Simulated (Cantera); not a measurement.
Charge: 1 mol TiO2, 2.3 mol C, 0.077 mol CO, equilibrated at 827 °C and 0.0100 bar.

Equilibrium computed with Cantera from the NASA thermochemical tables; the gas is ideal and each condensed phase is pure. Candidate condensed phases: C, Ti, TiC, TiO, TiO2, Ti2O3, Ti3O5, Ti4O7; 15 gas species. Equilibrium is a limit: real reactors are often held back by kinetics, nucleation or transport.

Base state: CO 0.999, CO2 0.000881 (mole fractions); condensed: C(graphite) + TiO2(rutile).

Problem. What changes in the equilibrium state with this change: temperature from 827 °C to 1102 °C?

Solution. 
| species | before | after |
|---|---|---|
| CO | 0.999 | 1.000 |
| CO2 | 0.000881 | 5.12e-5 |
| C(graphite), mol | 2.30 | 0 |
| TiO2(rutile), mol | 1.00 | 0 |
| TiC(s), mol | 0 | 0.720 |
| Ti2O3(s), mol | 0 | 0.140 |
Mutual solubility and eutectic melting of coexisting phases are not modelled. TiC: taken at fixed stoichiometry.
